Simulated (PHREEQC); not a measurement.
1.9 g of hydrous ferric oxide (600 m²/g; 0.2 weak and 0.005 strong sites per Fe, Dzombak-Morel constants, diffuse double layer) in 1 kg of water with 0.01 mol/kgw of an inert sodium salt and 0.093 mmol/kgw CuCl2, at 25 °C; the pH is set by adding NaOH or the inert anion's acid. O2 is buffered at 0.21 atm. CO2 from the air is kept out. Precipitation was switched off in this run.

Base run: PHREEQC, ion-association model, wateq4f.dat. Each further column changes one thing. The table gives surface potential ψ (mV).

| pH | base | background salt from 0.01 to 0.001 mol/kgw | oxide from 1.9 to 9.5 g/kgw | 0.00068 mol/kgw Na2HAsO4 added |
|---|---|---|---|---|
| 3 | 200 | 223 | 189 | 185 |
| 3.75 | 189 | 210 | 182 | ___ |
| 4.88 | 157 | 173 | 153 | 136 |
| 5.62 | 128 | 140 | ___ | 101 |
| 6.38 | 94 | 101 | ___ | 61 |
| 7.12 | 56 | 59 | 54 | 20 |
| 8.25 | -5 | -6 | -7 | -44 |
| 9 | -47 | -49 | -48 | -83 |

Question: Complete the blanks.

Answer: 
- 3.75, 0.00068 mol/kgw Na2HAsO4 added: 174
- 5.62, oxide from 1.9 to 9.5 g/kgw: 126
- 6.38, oxide from 1.9 to 9.5 g/kgw: 92

The database's constant for dissolved Cu(OH)2 is higher than later reviews accept. The oxide is taken as insoluble; below pH 4 it would dissolve. The database has no arsenate complexes of Cu.
